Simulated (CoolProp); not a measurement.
R227EA at 293.15 K and 9.97 MPa is throttled through a valve to 6.01 MPa with no heat exchange. Each further row changes one setting.

Model: reference Helmholtz-energy equation of state, Lemmon 2016, in CoolProp.

| case | temperature change (K) | final density (kg/m³) |
|---|---|---|
| as stated | +0.7 | 1440 |
| outlet pressure 1.8 MPa | +1.3 | 1410 |
| outlet pressure 7.81 MPa | +0.4 | 1450 |
